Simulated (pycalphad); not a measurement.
Effect of Si content in Al-Si-Fe

Source of the numbers: pycalphad with the COST 507 light-alloy database (1999); pressure 1 atm. The data set is of 1999 and partly superseded. Amounts are mole fractions of atoms.

```csv
alloy,liquidus (K),first solid,solidus (K),phases at 500 K
Al-0.6625Si-6.846Fe (wt.%),1093,AL13FE4,905,"fcc 0.84, ALFESI_ALPHA 0.09, AL13FE4 0.07"
Al-1.315Si-6.844Fe (wt.%),1088,AL13FE4,905,"fcc 0.82, ALFESI_ALPHA 0.18, AL13FE4 under 0.01"
Al-1.976Si-6.843Fe (wt.%),?,AL13FE4,893,?
Al-2.628Si-6.841Fe (wt.%),1076,AL13FE4,893,"fcc 0.80, ALFESI_BETA 0.11, ALFESI_ALPHA 0.09"
Al-3.94Si-6.837Fe (wt.%),1067,AL13FE4,890,"fcc 0.77, ALFESI_BETA 0.23, diamond (Si) under 0.01"
Al-10.48Si-6.82Fe (wt.%),1014,AL13FE4,849,"fcc 0.70, ALFESI_BETA 0.23, diamond (Si) 0.07"
```

Q: Some entries are withheld; supply them.

A: 
- Al-1.976Si-6.843Fe (wt.%), liquidus (K): 1081
- Al-1.976Si-6.843Fe (wt.%), phases at 500 K: fcc 0.82, ALFESI_ALPHA 0.17, ALFESI_BETA 0.02

Database names, with the compositions (at.%) that they take in these runs: AL13FE4: Al 76 Fe 24 Si 0; ALFESI_ALPHA: Al 71-74 Fe 19 Si 7-10; ALFESI_BETA: Al 70 Si 15 Fe 15.
